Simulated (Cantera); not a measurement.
Cantera run:

```python
import numpy as np
import cantera as ct

gas_names = [...]  # 109 gases of nasa_gas.yaml made of C, Cl, H, Si
cond_names = """
    C(gr) C6H6(L) C7H8(L) C8H18(L),n-octa Si(cr) Si(L) SiC(b)
""".split()


# ... load() reads the species with a 1 bar reference pressure and builds the phases ...
atoms = {
    'CH3SiCl3': {'C': 1, 'H': 3, 'Si': 1, 'CL': 3},
    'C2H4': {'C': 2, 'H': 4},
    'H2': {'H': 2},
}
top_T = {'C(gr)': 4500, 'SiC(b)': 3050}  # K; cautious upper limits of use, not melting points


# ... equilibrate(T, P, feed) seeds the gas with the atoms and calls Mixture.equilibrate('TP', solver="vcs", rtol=1e-11, max_steps=5000) ...
results = []
feed = {'CH3SiCl3': 1, 'C2H4': 1.4, 'H2': 130}  # mol
P = 38000  # Pa
for T in [1398, 1473, 1548, 1623, 1698, 1773, 1848, 1923, 1998, 2073]:
    mix = equilibrate(T, P, feed)
    results.append((T, P, feed, dict(zip(mix.species_names, mix.species_moles))))
    x = sorted(zip(gas.X, gas.species_names), reverse=True)
    print(f"T = {T:g} K  P = {P:g} Pa  gas = {mix.phase_moles(0):.4g} mol")
    print("   x: " + "  ".join(f"{s} {v:.3e}" for v, s in x if v > 1e-05))
    print("   condensed (mol): " + ("  ".join(f"{mix.phase(i).name} {mix.phase_moles(i):.4g}"
          for i in range(1, mix.n_phases) if mix.phase_moles(i) > 1e-12) or "none"))
```

Output:

```
T = 1398 K  P = 38000 Pa  gas = 135.6 mol
   x: H2 9.763e-01  HCL 2.211e-02  CH4 1.582e-03
   condensed (mol): C(gr) 2.586  SiC(b) 0.9989
T = 1473 K  P = 38000 Pa  gas = 135.7 mol
   x: H2 9.768e-01  HCL 2.209e-02  CH4 1.065e-03  H 2.028e-05  SiCL2 1.028e-05
   condensed (mol): C(gr) 2.655  SiC(b) 0.9985
T = 1548 K  P = 38000 Pa  gas = 135.7 mol
   x: H2 9.771e-01  HCL 2.208e-02  CH4 7.443e-04  H 4.938e-05  C2H2,acetylene 1.533e-05  SiCL2 1.450e-05
   condensed (mol): C(gr) 2.697  SiC(b) 0.9979
T = 1623 K  P = 38000 Pa  gas = 135.7 mol
   x: H2 9.772e-01  HCL 2.206e-02  CH4 5.381e-04  H 1.108e-04  C2H2,acetylene 3.405e-05  SiCL2 1.979e-05
   condensed (mol): C(gr) 2.72  SiC(b) 0.9972
T = 1698 K  P = 38000 Pa  gas = 135.8 mol
   x: H2 9.772e-01  HCL 2.204e-02  CH4 4.005e-04  H 2.319e-04  C2H2,acetylene 7.042e-05  SiCL2 2.622e-05
   condensed (mol): C(gr) 2.73  SiC(b) 0.9963
T = 1773 K  P = 38000 Pa  gas = 135.8 mol
   x: H2 9.770e-01  HCL 2.202e-02  H 4.562e-04  CH4 3.058e-04  C2H2,acetylene 1.368e-04  SiCL2 3.387e-05
   condensed (mol): C(gr) 2.725  SiC(b) 0.9952
T = 1848 K  P = 38000 Pa  gas = 135.8 mol
   x: H2 9.766e-01  HCL 2.199e-02  H 8.500e-04  C2H2,acetylene 2.515e-04  CH4 2.388e-04  SiCL2 4.275e-05  CL 1.454e-05
   condensed (mol): C(gr) 2.704  SiC(b) 0.9938
T = 1923 K  P = 38000 Pa  gas = 135.9 mol
   x: H2 9.758e-01  HCL 2.195e-02  H 1.510e-03  C2H2,acetylene 4.405e-04  CH4 1.901e-04  SiCL2 5.289e-05  CL 2.554e-05
   condensed (mol): C(gr) 2.661  SiC(b) 0.9919
T = 1998 K  P = 38000 Pa  gas = 136 mol
   x: H2 9.745e-01  HCL 2.189e-02  H 2.569e-03  C2H2,acetylene 7.387e-04  CH4 1.540e-04  SiCL2 6.424e-05  CL 4.299e-05
   condensed (mol): C(gr) 2.587  SiC(b) 0.9889
T = 2073 K  P = 38000 Pa  gas = 136.1 mol
   x: H2 9.725e-01  HCL 2.182e-02  H 4.207e-03  C2H2,acetylene 1.192e-03  CH4 1.266e-04  SiCL2 7.675e-05  CL 6.968e-05  Si 1.866e-05  SiH2 1.096e-05  CH3 1.072e-05
   condensed (mol): C(gr) 2.472  SiC(b) 0.9835
```

These are equilibrium values from Cantera (NASA tables, ideal gas, pure condensed phases), not measurements of a reactor. The feed counts by its element totals alone. Gases not in the tables: Si2H6 and higher silanes.
